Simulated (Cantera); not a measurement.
Charge: 1 mol PbO, 1.5 mol C, 0.1 mol H₂, 1.9 mol CH₄, equilibrated at 898.15 K and 1.00 bar.

Method: chemical equilibrium by Gibbs-energy minimisation in Cantera with the NASA 1993 tables (ideal gas, pure condensed phases). Candidate condensed phases: C, C₆H₆, C₇H₈, C₈H₁₈, H₂O, Pb, PbO, PbO₂, Pb₃O₄; 113 gas species. The numbers say what is thermodynamically allowed, not how fast it happens.

Base state: H₂ 0.640, CH₄ 0.131, H₂O 0.121, CO 0.0751, CO₂ 0.0330 (mole fractions); condensed: C(graphite) + Pb(l).

Problem. What changes in the equilibrium state with this change: CH₄ from 1.9 to 3.4 mol?

Solution. 
```
species           before   after
----------------  ------  ------
H₂                 0.640   0.699
CH₄                0.131   0.156
H₂O                0.121  0.0841
CO                0.0751  0.0478
CO₂               0.0330  0.0134
C(graphite), mol    2.49    3.53
Pb(l), mol         1.000   1.000
```

Problem. What changes in the equilibrium state with this change: 0.066 mol NH₃ added?

Solution. 
| species | before | after |
|---|---|---|
| H₂ | 0.640 | 0.638 |
| CH₄ | 0.131 | 0.130 |
| H₂O | 0.121 | 0.118 |
| N₂ | 0 | 0.00836 |
| CO | 0.0751 | 0.0734 |
| CO₂ | 0.0330 | 0.0315 |
| NH₃ | 0 | 5.74e-5 |
| C(graphite), mol | 2.49 | 2.48 |
| Pb(l), mol | 1.000 | 1.000 |
